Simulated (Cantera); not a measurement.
Input (Python, Cantera) and output of one run.

```python
import numpy as np
import cantera as ct

gas_names = """
    CL CL2 N N2 Si SiCL SiCL2 SiCL3 SiCL4 SiN Si2 Si2N Si3
""".split()
cond_names = """
    Si(cr) Si(L) Si3N4(a)
""".split()


# ... load() reads the species with a 1 bar reference pressure and builds the phases ...
atoms = {
    'Si2Cl6': {'Si': 2, 'CL': 6},
    'N2': {'N': 2},
}
top_T = {'Si3N4(a)': 2400}  # K; cautious upper limits of use, not melting points


# ... equilibrate(T, P, feed) seeds the gas with the atoms and calls Mixture.equilibrate('TP', solver="vcs", rtol=1e-11, max_steps=5000) ...
results = []
feed = {'Si2Cl6': 1, 'N2': 250}  # mol
P = 3600  # Pa
for T in [1000, 1050, 1100, 1150, 1200, 1250, 1300, 1350]:
    mix = equilibrate(T, P, feed)
    results.append((T, P, feed, dict(zip(mix.species_names, mix.species_moles))))
    x = sorted(zip(gas.X, gas.species_names), reverse=True)
    print(f"T = {T:g} K  P = {P:g} Pa  gas = {mix.phase_moles(0):.4g} mol")
    print("   x: " + "  ".join(f"{s} {v:.3e}" for v, s in x if v > 0.001))
    print("   condensed (mol): " + ("  ".join(f"{mix.phase(i).name} {mix.phase_moles(i):.4g}"
          for i in range(1, mix.n_phases) if mix.phase_moles(i) > 1e-12) or "none"))
```

It prints:

```
T = 1000 K  P = 3600 Pa  gas = 251.2 mol
   x: N2 9.940e-01  SiCL4 5.966e-03
   condensed (mol): Si3N4(a) 0.1665
T = 1050 K  P = 3600 Pa  gas = 251.2 mol
   x: N2 9.940e-01  SiCL4 5.956e-03
   condensed (mol): Si3N4(a) 0.1662
T = 1100 K  P = 3600 Pa  gas = 251.2 mol
   x: N2 9.940e-01  SiCL4 5.934e-03
   condensed (mol): Si3N4(a) 0.1654
T = 1150 K  P = 3600 Pa  gas = 251.2 mol
   x: N2 9.940e-01  SiCL4 5.884e-03
   condensed (mol): Si3N4(a) 0.1636
T = 1200 K  P = 3600 Pa  gas = 251.2 mol
   x: N2 9.939e-01  SiCL4 5.779e-03
   condensed (mol): Si3N4(a) 0.1594
T = 1250 K  P = 3600 Pa  gas = 251.3 mol
   x: N2 9.938e-01  SiCL4 5.569e-03
   condensed (mol): Si3N4(a) 0.1498
T = 1300 K  P = 3600 Pa  gas = 251.4 mol
   x: N2 9.936e-01  SiCL4 5.172e-03
   condensed (mol): Si3N4(a) 0.1291
T = 1350 K  P = 3600 Pa  gas = 251.6 mol
   x: N2 9.931e-01  SiCL4 4.478e-03  SiCL2 1.329e-03  SiCL3 1.092e-03
   condensed (mol): Si3N4(a) 0.08818
```

Equilibrium computed with Cantera from the NASA thermochemical tables; the gas is ideal and each condensed phase is pure. The feed counts by its element totals alone. N2 is the only nitrogen source here; it is nearly inert below about 1500 K, so the nitride shown seldom forms there in practice. The tables' values for SiCl3 are old estimates; treat these amounts as uncertain.
